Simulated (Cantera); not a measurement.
# Ignition delay

Mixture: 17.1 % CO, 10.5 % H2, 0.788 % CH4, 14.0 % O2, 57.6 % N2, equivalence ratio 1.1, at 1430 Torr, adiabatic and at constant pressure. Ignition delay is the time to a rise of 400 K.

Computed with Cantera and GRI-Mech 3.0 (53 species, 325 reactions). Where the delays flatten at high temperature, the 400 K rule measures the pace of heat release, not the induction time.

```csv
T0 (K),delay (ms)
1125,0.0826
1175,0.0534
1225,0.0385
1275,0.0296
1325,0.0238
1375,0.0199
1425,0.0172
1475,0.0152
1525,0.0137
```
